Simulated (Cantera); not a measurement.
A freely propagating, adiabatic, planar premixed flame of 7.81 % CH₄, 0.859 % C₂H₆, 19.2 % O₂, 72.1 % N₂, unburnt at 525 K and 150 Torr; mixture-averaged transport, grid criteria slope 0.08 and curve 0.16, no radiation.

Computed with Cantera and GRI-Mech 3.0 (53 species, 325 reactions). Burning velocities carry a grid error of a few per cent, more on coarse grids.

x: mole fraction of selected species; z is measured from the peak of heat release.

```tsv
z (mm)	T (K)	u (m/s)	x CH₄	x C₂H₆	x O₂	x CH₂	x O	x HCO
-4.22	525	1.35	0.0780	0.00858	0.192	<1e-8	<1e-8	<1e-8
-2.81	526	1.36	0.0779	0.00857	0.192	<1e-8	<1e-8	<1e-8
-2.11	529	1.37	0.0775	0.00855	0.191	<1e-8	[?]	<1e-8
-1.41	564	1.47	0.0754	0.00842	0.188	<1e-8	[?]	<1e-8
-0.703	892	2.36	0.0583	0.00690	0.163	4.99e-7	[?]	6.77e-7
-0.352	1290	3.47	0.0346	0.00321	0.124	1.45e-5	[?]	2.09e-5
0	1676	4.55	0.00982	0.000231	0.0765	6.23e-5	[?]	9.09e-5
0.352	1839	5.01	0.00103	1.30e-6	0.0467	1.99e-5	[?]	3.64e-5
0.703	1873	5.10	5.64e-5	<1e-8	0.0351	1.32e-6	[?]	2.97e-6
1.41	1899	5.14	1.49e-7	<1e-8	0.0291	<1e-8	0.00696	3.22e-8
2.81	1928	5.20	<1e-8	<1e-8	0.0267	<1e-8	0.00674	1.86e-8
5.62	1970	5.29	<1e-8	<1e-8	0.0252	<1e-8	[?]	1.48e-8
11.2	2029	5.43	<1e-8	<1e-8	0.0235	<1e-8	[?]	1.05e-8
```

### Question
Fill in the missing entries.

### Answer

- -2.11, x O: 1.31e-8
- -1.41, x O: 2.86e-7
- -0.703, x O: 1.44e-5
- -0.352, x O: 0.000159
- 0, x O: 0.00123
- 0.352, x O: 0.00411
- 0.703, x O: 0.00617
- 5.62, x O: 0.00605
- 11.2, x O: 0.00498
